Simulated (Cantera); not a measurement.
Cantera run:

```python
import numpy as np
import cantera as ct

gas_names = [...]  # 109 gases of nasa_gas.yaml made of C, Cl, H, Si
cond_names = """
    C(gr) C6H6(L) C7H8(L) C8H18(L),n-octa Si(cr) Si(L) SiC(b)
""".split()


# ... load() reads the species with a 1 bar reference pressure and builds the phases ...
atoms = {
    'CH3SiCl3': {'C': 1, 'H': 3, 'Si': 1, 'CL': 3},
    'C2H4': {'C': 2, 'H': 4},
    'H2': {'H': 2},
}
top_T = {'C(gr)': 4500, 'SiC(b)': 3050}  # K; cautious upper limits of use, not melting points


# ... equilibrate(T, P, feed) seeds the gas with the atoms and calls Mixture.equilibrate('TP', solver="vcs", rtol=1e-11, max_steps=5000) ...
results = []
feed = {'CH3SiCl3': 1, 'C2H4': 0.63, 'H2': 48}  # mol
P = 13332.2  # Pa
for T in [1175, 1275, 1375, 1475, 1575, 1675, 1775, 1875, 1975, 2075, 2175, 2275, 2375, 2475]:
    mix = equilibrate(T, P, feed)
    results.append((T, P, feed, dict(zip(mix.species_names, mix.species_moles))))
    x = sorted(zip(gas.X, gas.species_names), reverse=True)
    print(f"T = {T:g} K  P = {P:g} Pa  gas = {mix.phase_moles(0):.4g} mol")
    print("   x: " + "  ".join(f"{s} {v:.3e}" for v, s in x if v > 0.0001))
    print("   condensed (mol): " + ("  ".join(f"{mix.phase(i).name} {mix.phase_moles(i):.4g}"
          for i in range(1, mix.n_phases) if mix.phase_moles(i) > 1e-12) or "none"))
```

Result:

```
T = 1175 K  P = 13332.2 Pa  gas = 52.14 mol
   x: H2 9.405e-01  HCL 5.712e-02  CH4 2.258e-03
   condensed (mol): C(gr) 1.148  SiC(b) 0.9938
T = 1275 K  P = 13332.2 Pa  gas = 52.2 mol
   x: H2 9.415e-01  HCL 5.732e-02  CH4 1.095e-03
   condensed (mol): C(gr) 1.206  SiC(b) 0.9972
T = 1375 K  P = 13332.2 Pa  gas = 52.23 mol
   x: H2 9.420e-01  HCL 5.731e-02  CH4 5.889e-04
   condensed (mol): C(gr) 1.232  SiC(b) 0.9971
T = 1475 K  P = 13332.2 Pa  gas = 52.24 mol
   x: H2 9.423e-01  HCL 5.726e-02  CH4 3.441e-04
   condensed (mol): C(gr) 1.245  SiC(b) 0.9958
T = 1575 K  P = 13332.2 Pa  gas = 52.25 mol
   x: H2 9.424e-01  HCL 5.717e-02  CH4 2.153e-04  SiCL2 1.133e-04  H 1.105e-04
   condensed (mol): C(gr) 1.253  SiC(b) 0.9938
T = 1675 K  P = 13332.2 Pa  gas = 52.26 mol
   x: H2 9.423e-01  HCL 5.704e-02  H 3.087e-04  SiCL2 1.675e-04  CH4 1.426e-04
   condensed (mol): C(gr) 1.256  SiC(b) 0.991
T = 1775 K  P = 13332.2 Pa  gas = 52.28 mol
   x: H2 9.418e-01  HCL 5.687e-02  H 7.693e-04  SiCL2 2.360e-04  C2H2,acetylene 1.341e-04
   condensed (mol): C(gr) 1.253  SiC(b) 0.9874
T = 1875 K  P = 13332.2 Pa  gas = 52.3 mol
   x: H2 9.408e-01  HCL 5.663e-02  H 1.741e-03  SiCL2 3.189e-04  C2H2,acetylene 2.981e-04
   condensed (mol): C(gr) 1.242  SiC(b) 0.9828
T = 1975 K  P = 13332.2 Pa  gas = 52.36 mol
   x: H2 9.388e-01  HCL 5.629e-02  H 3.631e-03  C2H2,acetylene 6.096e-04  SiCL2 4.156e-04  CL 1.627e-04
   condensed (mol): C(gr) 1.216  SiC(b) 0.9766
T = 2075 K  P = 13332.2 Pa  gas = 52.45 mol
   x: H2 9.350e-01  HCL 5.580e-02  H 7.054e-03  C2H2,acetylene 1.160e-03  SiCL2 5.246e-04  CL 3.107e-04
   condensed (mol): C(gr) 1.168  SiC(b) 0.9667
T = 2175 K  P = 13332.2 Pa  gas = 52.63 mol
   x: H2 9.283e-01  HCL 5.509e-02  H 1.288e-02  C2H2,acetylene 2.072e-03  SiCL2 6.428e-04  CL 5.578e-04  Si 2.150e-04
   condensed (mol): C(gr) 1.09  SiC(b) 0.9461
T = 2275 K  P = 13332.2 Pa  gas = 52.93 mol
   x: H2 9.172e-01  HCL 5.406e-02  H 2.227e-02  C2H2,acetylene 3.494e-03  CL 9.474e-04  SiCL2 7.650e-04  Si 7.477e-04  SiCL 1.426e-04  SiH 1.005e-04
   condensed (mol): C(gr) 0.9802  SiC(b) 0.8931
T = 2375 K  P = 13332.2 Pa  gas = 53.45 mol
   x: H2 8.991e-01  HCL 5.251e-02  H 3.662e-02  C2H2,acetylene 5.583e-03  Si 2.337e-03  CL 1.529e-03  SiCL2 8.830e-04  SiC2 4.143e-04  SiCL 3.057e-04  SiH 2.611e-04  Si2C 2.378e-04  SiH2 1.006e-04
   condensed (mol): C(gr) 0.8554  SiC(b) 0.7435
T = 2475 K  P = 13332.2 Pa  gas = 54.42 mol
   x: H2 8.698e-01  H 5.747e-02  HCL 5.019e-02  C2H2,acetylene 8.459e-03  Si 6.655e-03  CL 2.349e-03  SiC2 1.605e-03  SiCL2 9.835e-04  Si2C 8.920e-04  SiH 6.222e-04  SiCL 6.082e-04  SiH2 1.834e-04
   condensed (mol): C(gr) 0.7821  SiC(b) 0.3182
```

Method: chemical equilibrium by Gibbs-energy minimisation in Cantera with the NASA 1993 tables (ideal gas, pure condensed phases). The feed counts by its element totals alone. The tables' values for SiCl are old estimates; treat these amounts as uncertain. Gases not in the tables: Si2H6 and higher silanes.
